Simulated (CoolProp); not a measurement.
Vapour-liquid equilibrium of carbon dioxide (1) + CH3F (R41) (2) at -26.15 °C; x and y are mole fractions of (1).

The numbers come from the multi-fluid Helmholtz-energy mixture model, Span 1996 and Lemmon 2006; pair parameters Bell 2016 in CoolProp.

Task: Give the bubble pressure and the first vapour's composition at x = 0.35, 0.5, 0.8. Is there an azeotrope?

Result: x = 0.35: 1.153 MPa, y = 0.450; x = 0.5: 1.249 MPa, y = 0.604; x = 0.8: 1.461 MPa, y = 0.864. No azeotrope shows between x = 0.05 and 0.95.

Pair parameters are fitted to limited data, so mixtures are less certain than the pure fluids.
